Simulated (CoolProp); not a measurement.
Vapour-liquid equilibrium of CHF3 (R23) (1) + propylene (2) at 172.2 K; x and y are mole fractions of (1).

The numbers come from the multi-fluid Helmholtz-energy mixture model, Penoncello 2003 and Lemmon 2013; pair parameters Bell 2016 in CoolProp.

Q: Give the bubble pressure and the first vapour's composition at x = 0.05, 0.35, 0.95. Is there an azeotrope?

A: x = 0.05: 10.74 kPa, y = 0.669; x = 0.35: 27.29 kPa, y = 0.891; x = 0.95: 29.47 kPa, y = 0.956. No azeotrope shows between x = 0.05 and 0.95.

The pair parameters rest on a limited set of measurements; away from them the model extrapolates. With so large a gap from Raoult's law the liquid may split in two, which this calculation doesn't test in full.
